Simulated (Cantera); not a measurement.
What does this Cantera script print?

```python
import numpy as np
import cantera as ct

gas = ct.Solution("h2o2.yaml")
gas.TPX = 500, 38000, {'H2': 0.78, 'O2': 0.172, 'N2': 0.648, 'H2O': 0.044}
flame = ct.FreeFlame(gas, width=0.079)
flame.set_refine_criteria(ratio=3, slope=0.08, curve=0.16)
flame.transport_model = "mixture-averaged"
flame.solve(loglevel=0, auto=True)
z, T = flame.grid, flame.T
thick = (T[-1] - T[0]) / np.gradient(T, z).max()
show = ['H2', 'O2', 'H2O', 'H', 'HO2', 'OH']
print(f"laminar burning velocity  {flame.velocity[0] * 100:.3f} cm/s")
print(f"burnt temperature         {T[-1]:.1f} K")
print(f"thermal thickness         {thick * 1e3:.4f} mm")
print(f"grid points               {len(z)}")
z0 = z[flame.heat_release_rate.argmax()]
print(f"{'z/mm':>9s}{'T/K':>9s}{'u/(m/s)':>9s}" + "".join(f"{s:>11s}" for s in show))
rows = []
for k in (-3, -2, -1.5, -1, -0.5, -0.25, 0, 0.25, 0.5, 1, 2, 4, 8):
    zz = z0 + k * thick
    rows.append([k * thick, np.interp(zz, z, T), np.interp(zz, z, flame.velocity),
                 *(np.interp(zz, z, flame.X[gas.species_index(s)]) for s in show)])
    print(f"{rows[-1][0] * 1e3:9.3f}{rows[-1][1]:9.1f}{rows[-1][2]:9.3f}" + "".join(f"{x:11.3e}" for x in rows[-1][3:]))
```

It prints:

```
laminar burning velocity  563.786 cm/s
burnt temperature         2066.6 K
thermal thickness         1.4740 mm
grid points               139
     z/mm      T/K  u/(m/s)         H2         O2        H2O          H        HO2         OH
   -4.422    500.0    5.638  4.745e-01  1.046e-01  2.676e-02  3.640e-17  1.014e-13  2.808e-18
   -2.948    500.0    5.638  4.745e-01  1.046e-01  2.676e-02  8.109e-14  2.239e-11  1.142e-15
   -2.211    500.0    5.638  4.745e-01  1.046e-01  2.676e-02  7.763e-12  6.338e-10  3.746e-14
   -1.474    500.0    5.638  4.744e-01  1.046e-01  2.676e-02  1.790e-08  2.136e-07  3.659e-11
   -0.737    518.6    5.826  4.716e-01  1.046e-01  2.769e-02  2.087e-04  1.556e-04  5.575e-05
   -0.369    724.9    7.982  4.432e-01  9.877e-02  4.558e-02  8.023e-03  8.990e-05  4.247e-04
    0.000   1100.9   11.799  3.469e-01  6.533e-02  1.201e-01  5.030e-02  3.262e-05  1.299e-03
    0.369   1353.1   14.407  2.563e-01  1.432e-02  2.186e-01  8.913e-02  6.623e-06  2.366e-03
    0.737   1453.4   15.408  2.398e-01  2.001e-03  2.440e-01  9.155e-02  8.727e-07  2.430e-03
    1.474   1551.2   16.337  2.452e-01  3.829e-04  2.486e-01  8.030e-02  1.611e-07  2.741e-03
    2.948   1656.1   17.306  2.547e-01  2.736e-04  2.507e-01  6.540e-02  1.106e-07  2.949e-03
    5.896   1762.3   18.265  2.645e-01  1.820e-04  2.533e-01  4.990e-02  7.388e-08  2.880e-03
   11.792   1858.3   19.112  2.734e-01  1.027e-04  2.560e-01  3.564e-02  4.458e-08  2.505e-03
```

Cantera simulation using the H2/O2 subset of GRI-Mech 3.0, which has no nitrogen chemistry; the numbers are that mechanism's predictions, not measurements. Burning velocities carry a grid error of a few per cent, more on coarse grids.
